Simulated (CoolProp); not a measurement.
Vapour-liquid equilibrium of benzene (1) + ethylbenzene (2) at 73.45 °C; x and y are mole fractions of (1).

Model: multi-fluid Helmholtz-energy mixture model, Thol 2012 and Zhou 2012; pair parameters Bell 2016, in CoolProp.

```tsv
x	bubble pressure, mixture model (MPa)	bubble pressure, Raoult's law (MPa)	y, mixture model	y, Raoult's law
0.05	___	0.01646	___	0.250
0.125	0.02007	0.02165	___	0.475
0.2	0.02457	0.02685	0.576	0.613
0.275	___	0.03204	0.678	0.706
0.35	0.03420	0.03724	0.754	0.773
0.425	0.03932	0.04244	0.812	0.824
0.5	0.04463	0.04763	0.858	0.864
0.575	0.05010	0.05283	___	0.895
0.65	___	0.05802	0.923	0.922
0.725	___	0.06322	0.946	0.943
0.8	0.06714	0.06841	0.965	0.962
0.875	0.07287	0.07361	0.980	0.978
0.95	0.07855	0.07881	0.993	0.992
```

Task: Fill in the missing entries.

Result: 
- 0.05, bubble pressure, mixture model (MPa): 0.01576
- 0.05, y, mixture model: 0.215
- 0.125, y, mixture model: 0.432
- 0.275, bubble pressure, mixture model (MPa): 0.02928
- 0.575, y, mixture model: 0.894
- 0.65, bubble pressure, mixture model (MPa): 0.05570
- 0.725, bubble pressure, mixture model (MPa): 0.06139

The largest gap from Raoult's law is -8.6 % in bubble pressure, at x = 0.275. No azeotrope shows between x = 0.05 and 0.95.

The pair parameters rest on a limited set of measurements; away from them the model extrapolates.
